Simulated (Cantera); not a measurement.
A closed system holds: 1 mol SiHCl3, 87 mol N2, held at 1.33 mbar.

Equilibrium computed with Cantera from the NASA thermochemical tables; the gas is ideal and each condensed phase is pure. Candidate condensed phases: NH4Cl, Si, Si3N4; 28 gas species. N2 is the only nitrogen source here; it is nearly inert below about 1500 K, so the nitride shown seldom forms there in practice. The tables' values for SiCl3 are old estimates; treat these amounts as uncertain. Kinetics and transport are ignored.

x: gas mole fraction; n: condensed amount in mol.

```csv
T (K),x N2,x HCl,x SiCl2,x SiCl4,x SiCl3,n Si3N4(s)
898,0.983,0.0107,8.04e-8,0.00584,3.11e-6,0.162
948,0.983,0.0107,[?],0.00582,1.01e-5,0.162
998,0.983,0.0108,3.55e-6,0.00579,2.89e-5,0.162
1048,0.983,0.0108,1.79e-5,0.00573,7.48e-5,0.162
1098,0.983,0.0109,7.69e-5,0.00562,0.000175,0.161
1148,0.983,0.0109,0.000286,0.00536,0.000373,0.156
1198,0.982,0.0109,0.000920,0.00479,0.000706,0.145
1248,0.982,0.0108,[?],[?],0.00113,[?]
1298,0.980,0.0107,0.00530,0.00211,0.00137,0.0741
1348,0.979,0.0104,0.00839,0.000783,0.00114,0.0278
1398,0.978,0.00998,0.0103,0.000235,0.000751,0
1448,0.978,0.0103,0.0105,0.000136,0.000623,0
1498,0.978,0.0104,0.0107,7.50e-5,0.000500,0
```

Q: What belongs in the gaps?

A: 
- 1248, x SiCl2: 0.00249
- 1248, x SiCl4: 0.00369
- 1248, n Si3N4(s): 0.118
- 948, x SiCl2: 5.92e-7
